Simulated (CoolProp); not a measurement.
The fluid at 298.15 K and 0.373 MPa (gas) is heated at constant pressure to 420.6 K. The same conditions are run with several fluids, on thermodynamics alone (safety and materials aside).

Values from CoolProp's reference Helmholtz-energy equation of state of each fluid (fluoroethane (R161): Wu 2012; CH2F2 (R32): Tillner-Roth 1997; ethane: Bücker 2006; R143a: Lemmon and Jacobsen 2000; nitrogen: Span 2000).

```tsv
fluid	heat (kJ/kg)	final density (kg/m³)
fluoroethane (R161)	180	5.22
CH2F2 (R32)	118	5.62
ethane	249	3.24
R143a	132	9.13
nitrogen	128	2.98
```
